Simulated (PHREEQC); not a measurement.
0.29 g of hydrous ferric oxide (600 m²/g; 0.2 weak and 0.005 strong sites per Fe, Dzombak-Morel constants, diffuse double layer) in 1 kg of water with 0.3 mol/kgw of an inert sodium salt and 0.00072 mmol/kgw Na2SeO3, at 25 °C; the pH is set by adding NaOH or the inert anion's acid. The system is closed to oxygen. The system is closed to CO2. Precipitation was switched off in this run.

Equilibrium calculation in PHREEQC: ion-association model, wateq4f.dat.

| pH | Se sorbed (%) | surface charge σ (C/m²) | surface potential ψ (mV) |
|---|---|---|---|
| 4 | 98.1 | 0.348 | 123 |
| 4.67 | 99.3 | 0.303 | 116 |
| 5.33 | 99.5 | ___ | 102 |
| 6 | ___ | 0.154 | 83 |
| 6.67 | 99.1 | 0.091 | 59 |
| 7.33 | 98.3 | 0.044 | 33 |
| 8 | 94.6 | 0.006 | ___ |
| 8.67 | 75.2 | -0.031 | ___ |
| 9.33 | 28.5 | -0.074 | -51 |
| 10 | ___ | ___ | -75 |
| 10.67 | 0.7 | ___ | -96 |
| 11.33 | 0.1 | -0.282 | -112 |
| 12 | 0.0 | -0.339 | -120 |

Task: Fill in the missing entries.

Result: 
- 5.33, surface charge σ (C/m²): 0.230
- 6, Se sorbed (%): 99.4
- 8, surface potential ψ (mV): 5
- 8.67, surface potential ψ (mV): -24
- 10, Se sorbed (%): 4.8
- 10, surface charge σ (C/m²): -0.132
- 10.67, surface charge σ (C/m²): -0.205

The database's selenite sorption wasn't checked against measurements; a fall in acid may be a fault of its surface constants.
